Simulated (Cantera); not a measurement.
An adiabatic, constant-volume homogeneous reactor starts with CH₄ : O₂ : N₂ = 1 : 1.67 : 6.27 (molar parts), at 1423 K and 0.220 bar.

Model: GRI-Mech 3.0 (53 species, 325 reactions), integrated in Cantera.

Question: Predict: time of steepest temperature rise; temperature at 0.100 s; equilibrium temperature; x(O₂) at 0.100 s; x(O) at 0.100 s; x(H₂) at 0.100 s.

Answer: 
| Item | Result |
|---|---|
| time of steepest temperature rise | 8.45 ms |
| temperature at 0.100 s | 2776 K |
| equilibrium temperature | 2776 K |
| x(O₂) at 0.100 s | 0.0116 (gas-phase equilibrium 0.0116) |
| x(O) at 0.100 s | 0.00783 (gas-phase equilibrium 0.00783) |
| x(H₂) at 0.100 s | 0.0393 (gas-phase equilibrium 0.0393) |
